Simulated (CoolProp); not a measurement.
Vapour-liquid equilibrium of dimethyl ether (1) + methanol (2) at 22.25 °C; x and y are mole fractions of (1).

Computed with CoolProp (multi-fluid Helmholtz-energy mixture model, Wu 2011 and de Reuck 1993; pair parameters Bell 2016).

| x | bubble pressure (MPa) | y at the bubble point | dew pressure at overall composition x (MPa) | liquid density (mol/L) |
|---|---|---|---|---|
| 0.05 | 0.07144 | 0.800 | 0.01548 | 23.96 |
| 0.15 | 0.1672 | 0.919 | … | 22.72 |
| 0.25 | 0.2410 | 0.946 | 0.01956 | 21.54 |
| 0.35 | 0.2968 | … | 0.02253 | 20.44 |
| 0.45 | 0.3397 | 0.966 | 0.02656 | 19.39 |
| 0.55 | 0.3745 | 0.971 | 0.03237 | 18.40 |
| 0.65 | 0.4059 | 0.976 | 0.04143 | 17.45 |
| 0.75 | 0.4380 | 0.980 | 0.05756 | 16.55 |
| 0.85 | 0.4745 | 0.986 | 0.09422 | 15.69 |
| 0.95 | 0.5187 | 0.995 | … | 14.86 |

Problem. What belongs in the gaps?

Solution. 
- 0.15, dew pressure at overall composition x (MPa): 0.01729
- 0.35, y at the bubble point: 0.959
- 0.95, dew pressure at overall composition x (MPa): 0.2553

No azeotrope shows between x = 0.05 and 0.95.

Pair parameters are fitted to limited data, so mixtures are less certain than the pure fluids. With so large a gap from Raoult's law the liquid may split in two, which this calculation doesn't test in full.
